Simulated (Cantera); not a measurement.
Charge: 1 mol SiH4, 19 mol NH3, equilibrated at 852 °C and 0.825 Torr.

Cantera equilibrium calculation (NASA polynomials, part measured and part estimated; ideal gas, pure solids and liquids). Candidate condensed phases: Si, Si3N4; 18 gas species. The numbers say what is thermodynamically allowed, not how fast it happens.

Base state: H2 0.775, N2 0.225 (mole fractions); condensed: Si3N4(s).

Q: What changes in the equilibrium state with this change: temperature from 852 °C to 1527 °C?

A: 
| species | before | after |
|---|---|---|
| H2 | 0.775 | 0.752 |
| N2 | 0.225 | 0.236 |
| H | 1.18e-6 | 0.00936 |
| Si | <1e-9 | 0.00289 |
| SiH | <1e-9 | 9.47e-5 |
| Si2N | <1e-9 | 3.31e-5 |
| SiH2 | <1e-9 | 2.25e-5 |
| SiN | <1e-9 | 2.06e-5 |
| Si2 | <1e-9 | 1.74e-5 |
| Si3N4(s), mol | 0.333 | 0 |
| Si(l), mol | 0 | 0.873 |
The tables' values for SiN are old estimates; treat these amounts as uncertain. Gases not in the tables: Si2H6 and higher silanes.
